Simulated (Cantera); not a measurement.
Charge: 1 mol SF6, a varied amount of H2, 0.74 mol N2, equilibrated at 2677 °C and 0.120 Torr.

Method: chemical equilibrium by Gibbs-energy minimisation in Cantera with the NASA 1993 tables (ideal gas, pure condensed phases). Candidate condensed phases: S; 35 gas species. Equilibrium is a limit: real reactors are often held back by kinetics, nucleation or transport.

Q: At 4.1 mol H2, list the 6 most abundant gas species with their mole fractions, and the condensed phases.

A: H 0.426, F 0.267, HF 0.177, S 0.0738, N2 0.0546, H2 0.00159. Condensed: gas only.
